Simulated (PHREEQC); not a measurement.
Make-up at 25 °C: 3.7 mol/kgw CaCl2, 0.11 mol/kgw KCl and 0.00058 mol/kgw H4SiO4. Closed to the air; pH follows from the charge balance.

The numbers come from PHREEQC with the Pitzer model, pitzer.dat.

Each row changes one thing in this solution. Precipitation was switched off in this run.

| case | pH | H3SiO4- (mol/kgw) | SI of SiO2(a) (SiO2) | SI of Sylvite (KCl) |
|---|---|---|---|---|
| as made | 4.77 | 6.74e-7 | +0.55 | -1.13 |
| diluted 5-fold with water | 6.35 | 2.29e-7 | -1.09 | -2.81 |
| temperature from 25 to 35 °C | 4.70 | 7.92e-7 | +0.46 | -1.23 |
| KCl from 0.11 to 0.165 mol/kgw | 4.77 | 6.69e-7 | +0.55 | -0.95 |
| KCl from 0.11 to 0.22 mol/kgw | 4.77 | (withheld) | +0.55 | -0.83 |
| H4SiO4 from 0.00058 to 0.000116 mol/kgw | 5.00 | 2.28e-7 | -0.15 | -1.13 |
| H4SiO4 replaced by K2SiO3 at the same molality | 8.41 | 0.000478 | -0.24 | -1.13 |
| H4SiO4 replaced by Na2SiO3 at the same molality | 8.41 | 0.000478 | -0.24 | -1.13 |
| CaCl2 left out | 6.49 | (withheld) | -0.57 | (withheld) |

**Question.** Some entries are withheld; supply them.

**Answer.** 
- KCl from 0.11 to 0.22 mol/kgw, H3SiO4- (mol/kgw): 6.65e-7
- CaCl2 left out, H3SiO4- (mol/kgw): 3.66e-7
- CaCl2 left out, SI of Sylvite (KCl): -3.06

Complexes and solids missing from the database can't appear. Some of these states are supersaturated (in SiO2(a), for instance). In brines, pH and single-ion activities rest on the MacInnes convention.
